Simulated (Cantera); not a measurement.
Cantera run:

```python
import numpy as np
import cantera as ct

gas_names = """
    C CH CH2 CH3 CH2OH CH3O CH4 CH3OH CN CO CO2 COOH C2 C2H CHCO,ketyl C2H2,acetylene C2H2,vinylidene
    CH2CO,ketene C2H3,vinyl CH3CN CH3CO,acetyl C2H4 C2H4O,ethylen CH3CHO,ethanal CH3COOH (HCOOH)2 C2H5
    C2H6 CH3OCH3 C2H5OH CCN CNC C2N2 C2O C3 C3H3,propargyl C3H4,allene C3H4,propyne C3H4,cyclo-
    C3H5,allyl C3H6,propylene C3H6,cyclo- C3H6O C3H7,n-propyl C3H7,i-propyl C3H8 C3H8O,1propanol
    C3H8O,2propanol C3O2 C4 C4H2 C4H4,1,3-cyclo- C4H6,butadiene C4H6,2-butyne C4H6,cyclo- C4H8,1-butene
    C4H8,cis2-buten C4H8,tr2-butene C4H8,isobutene C4H8,cyclo- (CH3COOH)2 C4H9,n-butyl C4H9,i-butyl
    C4H9,s-butyl C4H9,t-butyl C4H10,isobutane C4H10,n-butane C4N2 C5 C5H6,1,3cyclo- C5H8,cyclo-
    C5H10,1-pentene C5H10,cyclo- C5H11,pentyl C5H11,t-pentyl C5H12,n-pentane C5H12,i-pentane
    CH3C(CH3)2CH3 C6H2 C6H5,phenyl C6H5O,phenoxy C6H6 C6H5OH,phenol C6H10,cyclo- C6H12,1-hexene
    C6H12,cyclo- C6H13,n-hexyl C7H7,benzyl C7H8 C7H8O,cresol C7H14,1-heptene C7H15,n-heptyl
    C7H16,n-heptane C8H8,styrene C8H10,ethylbenz C8H16,1-octene C8H17,n-octyl C8H18,isooctane
    C8H18,n-octane C9H19,n-nonyl C10H8,naphthale C10H21,n-decyl C12H9,o-bipheny C12H10,bipheny H HCN HCO
    HCCN HNC HNCO HNO HNO2 HNO3 HO2 H2 HCHO,formaldehy HCOOH H2O H2O2 N NCO NH NH2 NH3 NH2OH NO NO2 NO3
    N2 N2H2 N2H4 N2O O OH O2 O3 Si SiC SiC2 SiC4H12 SiH SiH2 SiH3 SiH4 SiN SiO SiO2 Si2 Si2C Si2N Si3
""".split()
cond_names = """
    C(gr) C6H6(L) C7H8(L) C8H18(L),n-octa H2O(s) H2O(L) Si(cr) Si(L) SiC(b) SiO2(Lqz) SiO2(hqz) SiO2(L)
    Si2N2O(s) Si3N4(a)
""".split()


def load(file, names, dense=False):
    # The tables refer to 1 bar. Condensed volumes are neglected.
    table = {s.name: s for s in ct.Species.list_from_file(file)}
    out = []
    for n in names:
        d = dict(table[n].input_data)
        d["thermo"] = dict(d["thermo"], **{"reference-pressure": 1e5})
        if dense:
            d["equation-of-state"] = {"model": "constant-volume", "density": "1e6 g/cm^3"}
        out.append(ct.Species.from_dict(d))
    return out


gas = ct.Solution(thermo="ideal-gas", species=load("nasa_gas.yaml", gas_names))
cond = {s.name: ct.Solution(thermo="fixed-stoichiometry", species=[s], name=s.name)
        for s in load("nasa_condensed.yaml", cond_names, dense=True)}
atoms = {
    'TEOS': {'Si': 1, 'C': 8, 'H': 20, 'O': 4},
    'N2O': {'N': 2, 'O': 1},
}
top_T = {'C(gr)': 4500, 'SiC(b)': 3050, 'Si2N2O(s)': 2100, 'Si3N4(a)': 2400}  # K; cautious upper limits of use, not melting points


def equilibrate(T, P, feed):
    n = {}
    for name, mol in feed.items():
        for a, k in atoms[name].items():
            n[a] = n.get(a, 0.0) + k * mol
    gas.TPX = T, P, n
    mass = sum(n.values()) * gas.mean_molecular_weight
    gas.equilibrate("TP")
    valid = [c for c in cond.values() if c.min_temp <= T <= top_T.get(c.name, c.max_temp)]
    mix = ct.Mixture([(gas, mass / gas.mean_molecular_weight)] + [(c, 0.0) for c in valid])
    mix.T, mix.P = T, P
    mix.equilibrate("TP", solver="vcs", rtol=1e-11, max_steps=5000)
    return mix


results = []
feed = {'TEOS': 1, 'N2O': 26}  # mol
T = 1025  # K
P = 1000  # Pa
mix = equilibrate(T, P, feed)
results.append((T, P, feed, dict(zip(mix.species_names, mix.species_moles))))
x = sorted(zip(gas.X, gas.species_names), reverse=True)
print(f"T = {T:g} K  P = {P:g} Pa  gas = {mix.phase_moles(0):.4g} mol")
print("   x: " + "  ".join(f"{s} {v:.3e}" for v, s in x if v > 0.001))
print("   condensed (mol): " + ("  ".join(f"{mix.phase(i).name} {mix.phase_moles(i):.4g}"
      for i in range(1, mix.n_phases) if mix.phase_moles(i) > 1e-12) or "none"))
```

Result:

```
T = 1025 K  P = 1000 Pa  gas = 45 mol
   x: N2 5.778e-01  H2O 2.222e-01  CO2 1.778e-01  O2 2.222e-02
   condensed (mol): SiO2(hqz) 1
```

These are equilibrium values from Cantera (NASA tables, ideal gas, pure condensed phases), not measurements of a reactor. The feed counts by its element totals alone.
